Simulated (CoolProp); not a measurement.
Chloromethane (R40) along the isobar 25700 kPa: fugacity coefficient from the reference equation and from simpler models built on Tc = 145.5 °C, pc = 6929 kPa, ω = 0.150; each cubic takes its own stable root.

Computed with CoolProp (reference Helmholtz-energy equation of state, Thol 2014).

| T (°C) | phase | reference | van der Waals | Redlich-Kwong | Soave-Redlich-Kwong |
|---|---|---|---|---|---|
| 18.65 | liquid | 0.02953 | 0.1053 | 0.03840 | 0.03121 |
| 48.45 | liquid | 0.06102 | 0.1515 | 0.07598 | 0.06534 |
| 78.15 | liquid | 0.1076 | 0.2037 | 0.1283 | 0.1165 |
| 107.95 | liquid | 0.1692 | 0.2604 | 0.1936 | 0.1843 |
| 137.65 | liquid | 0.2427 | 0.3194 | 0.2676 | 0.2651 |
| 167.35 | supercritical | 0.3243 | 0.3793 | 0.3459 | 0.3538 |
| 197.15 | supercritical | 0.4092 | 0.4386 | 0.4244 | 0.4446 |
| 226.85 | supercritical | 0.4919 | 0.4957 | 0.4989 | 0.5311 |
